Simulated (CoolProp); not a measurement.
Octamethylcyclotetrasiloxane (D4) along the isotherm 620 K: density (kg/m³) from the reference equation and from simpler models built on Tc = 586.5 K, pc = 13.47 bar, ω = 0.598; each cubic takes its own stable root.

Values from CoolProp's reference Helmholtz-energy equation of state, Thol 2015.

```
p (bar)          phase  reference
-------  -------------  ---------
2.41               gas      14.63
4.81               gas      31.04
7.22               gas      49.97
9.62               gas      72.25
12                 gas      99.37
14.4     supercritical      134.9
16.8     supercritical      185.2
19.2     supercritical      259.5
21.7     supercritical      341.5
24.1     supercritical      394.4
26.5     supercritical      427.9
28.9     supercritical      451.4
31.3     supercritical      469.2
33.7     supercritical      483.4
```

Problem. How far does each simpler model (ideal gas, van der Waals, Redlich-Kwong, Peng-Robinson) lie from the reference over these 14 states: mean and median of the absolute difference, and the worst?

Solution. 
- ideal gas: mean 43.4 %, median 52.6 %, worst -64.8 % at 620 K and 24.1 bar
- van der Waals: mean 10.6 %, median 9.4 %, worst +24.1 % at 620 K and 16.8 bar
- Redlich-Kwong: mean 5.2 %, median 4.8 %, worst +13.9 % at 620 K and 19.2 bar
- Peng-Robinson: mean 4.0 %, median 2.6 %, worst -9.2 % at 620 K and 24.1 bar
